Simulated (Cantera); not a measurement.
Mixture: CH3OH : O2 : N2 = 1 : 0.882 : 2.56 (molar parts), equivalence ratio 1.7, at 4730 Torr, adiabatic and at constant pressure. Ignition delay is the time to a rise of 400 K.

Cantera simulation using GRI-Mech 3.0 (53 species, 325 reactions); the numbers are that mechanism's predictions, not measurements. GRI-Mech 3.0 was tuned for natural gas; its chemistry of methanol as a main component is partial and can be far from experiment.

Q: What does this change do: pressure from 4730 Torr to 19500 Torr?

A: 
| quantity | before | after |
|---|---|---|
| delay at 1075 K | 18.6 ms | 7.01 ms |
| delay at 1225 K | 1.17 ms | 0.430 ms |
| delay at 1375 K | 0.139 ms | 49.9 µs |
| delay at 1525 K | 27.4 µs | 9.41 µs |
| apparent activation energy between 1450 and 1600 K | 180 kJ/mol | 190 kJ/mol |
The pressure lies above the range GRI-Mech 3.0 was tuned for (to about 10 atm).

Q: What does this change do: pressure from 4730 Torr to 8250 Torr?

A: 
```tsv
quantity	before	after
delay at 1075 K	18.6 ms	12.4 ms
delay at 1225 K	1.17 ms	0.774 ms
delay at 1375 K	0.139 ms	91.1 µs
delay at 1525 K	27.4 µs	17.6 µs
apparent activation energy between 1450 and 1600 K	180 kJ/mol	180 kJ/mol
```

Q: What does this change do: pressure from 4730 Torr to 750 Torr?

A: 
```csv
quantity,before,after
delay at 1075 K,18.6 ms,82.3 ms
delay at 1225 K,1.17 ms,5.37 ms
delay at 1375 K,0.139 ms,0.670 ms
delay at 1525 K,27.4 µs,0.138 ms
apparent activation energy between 1450 and 1600 K,180 kJ/mol,180 kJ/mol
```
